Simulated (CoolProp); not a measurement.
A Linde-Hampson liquefier for carbon monoxide: isothermal reversible compression at 290 K from 1 atm to 30 MPa, throttling to 1 atm, return gas leaving the recuperator 10 K below the feed. Each further row changes one setting.

Model: reference Helmholtz-energy equation of state, Lemmon 2006, in CoolProp. It is a short technical equation, of lower accuracy than the large ones.

| case | liquid yield per pass | compression work (kJ/kg of gas) |
|---|---|---|
| as stated | 0.090 | 490 |
| high pressure 60 MPa | 0.081 | 567 |
| warm-end temperature 320 K | 0.062 | 546 |
| warm-end gap 15 K | 0.079 | 490 |
